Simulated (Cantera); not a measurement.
Feed: 1 mol PbO, 0.66 mol H2, held at 3230 Torr.

These are equilibrium values from Cantera (NASA tables, ideal gas, pure condensed phases), not measurements of a reactor. Candidate condensed phases: H2O, Pb, PbO, PbO2, Pb3O4; 12 gas species. Mutual solubility and eutectic melting of coexisting phases are not modelled. Kinetics and transport are ignored.

Task: Which condensed phases are stable at each of these points (T (°C)): 252, 302, 352, 402, 452, 502, 552, 602, 652, 702, 752, 802?

Result: 
```json
[
 {"T (°C)": "252", "condensed phases": "Pb(s) + PbO(red)", "Pb condensed (%)": "100.0"},
 {"T (°C)": "302", "condensed phases": "Pb(s) + PbO(red)", "Pb condensed (%)": "100.0"},
 {"T (°C)": "352", "condensed phases": "Pb(l) + PbO(red)", "Pb condensed (%)": "100.0"},
 {"T (°C)": "402", "condensed phases": "Pb(l) + PbO(red)", "Pb condensed (%)": "100.0"},
 {"T (°C)": "452", "condensed phases": "Pb(l) + PbO(red)", "Pb condensed (%)": "100.0"},
 {"T (°C)": "502", "condensed phases": "Pb(l) + PbO(yellow)", "Pb condensed (%)": "100.0"},
 {"T (°C)": "552", "condensed phases": "Pb(l) + PbO(yellow)", "Pb condensed (%)": "100.0"},
 {"T (°C)": "602", "condensed phases": "Pb(l) + PbO(yellow)", "Pb condensed (%)": "100.0"},
 {"T (°C)": "652", "condensed phases": "Pb(l) + PbO(yellow)", "Pb condensed (%)": "100.0"},
 {"T (°C)": "702", "condensed phases": "Pb(l) + PbO(yellow)", "Pb condensed (%)": "100.0"},
 {"T (°C)": "752", "condensed phases": "Pb(l) + PbO(yellow)", "Pb condensed (%)": "100.0"},
 {"T (°C)": "802", "condensed phases": "Pb(l) + PbO(yellow)", "Pb condensed (%)": "100.0"}
]
```

From 252 °C to 302 °C the condensed part is Pb(s) + PbO(red). From 352 °C to 452 °C the condensed part is Pb(l) + PbO(red). From 502 °C to 802 °C the condensed part is Pb(l) + PbO(yellow).
